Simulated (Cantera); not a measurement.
An isothermal, constant-pressure homogeneous reactor starts with 21.4 % CH4, 34.1 % CO2, 44.4 % H2, at 1900 K and 128 Torr.

Model: GRI-Mech 3.0 (53 species, 325 reactions), integrated in Cantera.

One state of this run: x CH4 = 1.81e-9; x CO2 = 0.0127; x H2 = 0.534; x H2O = 0.0761; x CH2 = <1e-12. x: mole fraction; the columns are a selection and need not sum to one.

### Question
Which value of t (s) does it belong to?
A. 0.412
B. 6.30e-5
C. 0.0458
D. 300

### Answer
D, 300
